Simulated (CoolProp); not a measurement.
Vapour-liquid equilibrium of n-heptane (1) + o-xylene (2) at 880 kPa; x and y are mole fractions of (1).

Values from CoolProp's multi-fluid Helmholtz-energy mixture model, Span 2003 and Zhou 2012; pair parameters Bell 2016.

```tsv
x	bubble temperature (K)	y at the bubble point	dew temperature at overall composition x (K)	liquid density (mol/L)
0.05	(withheld)	0.108	520.7	6.089
0.15	509.0	0.285	515.9	6.000
0.25	501.6	0.424	510.8	5.900
0.35	495.2	(withheld)	505.6	5.792
0.45	489.6	0.631	500.1	5.678
0.55	484.7	0.713	494.4	5.563
0.65	480.2	0.785	488.5	5.446
0.75	476.1	0.851	482.4	(withheld)
0.85	472.3	(withheld)	476.2	(withheld)
0.95	468.7	0.971	470.0	(withheld)
```

Some entries are withheld; supply them.


- 0.05, bubble temperature (K): 517.9
- 0.35, y at the bubble point: 0.537
- 0.75, liquid density (mol/L): 5.329
- 0.85, y at the bubble point: 0.913
- 0.85, liquid density (mol/L): 5.214
- 0.95, liquid density (mol/L): 5.100

No azeotrope shows between x = 0.05 and 0.95.

Pair parameters are fitted to limited data, so mixtures are less certain than the pure fluids.
